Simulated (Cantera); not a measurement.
Charge: 1 mol CsOH, 0.53 mol H2O, a varied amount of O2, equilibrated at 1775 K and 1580 Torr.

Method: chemical equilibrium by Gibbs-energy minimisation in Cantera with the NASA 1993 tables (ideal gas, pure condensed phases). Candidate condensed phases: Cs, CsOH, H2O; 15 gas species. The numbers say what is thermodynamically allowed, not how fast it happens.

Problem. At 9.1 mol O2, list the 5 most abundant gas species with their mole fractions, and the condensed phases.

Solution. O2 0.856, CsOH 0.0938, H2O 0.0497, OH 0.000492, Cs 0.000187. Condensed: gas only.
